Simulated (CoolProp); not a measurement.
The fluid at 298.15 K and 0.101 MPa flows at 4.4 m/s in a round tube of 1 mm bore and 0.25 µm roughness, fully developed (64/Re and Nu = 3.66 if laminar; Colebrook and Gnielinski if turbulent). The same conditions are run with several fluids, on thermodynamics alone (safety and materials aside).

Computed with CoolProp (reference Helmholtz-energy equation of state of each fluid (methane: Setzmann 1991; R13: Platzer 1990; propylene: Lemmon 2013; R152A: Outcalt 1996; ammonia: Gao 2020)). The equations of Platzer and Polt are older, rougher fits.

| fluid | Reynolds number | Darcy friction factor | pressure drop (Pa/m) | heat-transfer coefficient (W/(m² K)) | mass flow (kg/h) |
|---|---|---|---|---|---|
| methane | 257 | 0.249 | 1580 | 125 | 0.00815 |
| R13 | 1320 | 0.0486 | 2020 | 45.1 | 0.0534 |
| propylene | 894 | 0.0716 | 1210 | 62.7 | 0.0216 |
| R152A | 1090 | 0.0589 | 1570 | 51.8 | 0.0342 |
| ammonia | 306 | 0.209 | 1420 | 91.3 | 0.00872 |

Transport values come from each fluid's own correlations; those of R13, propylene, R152A are estimates that may be off by 10 % or more.
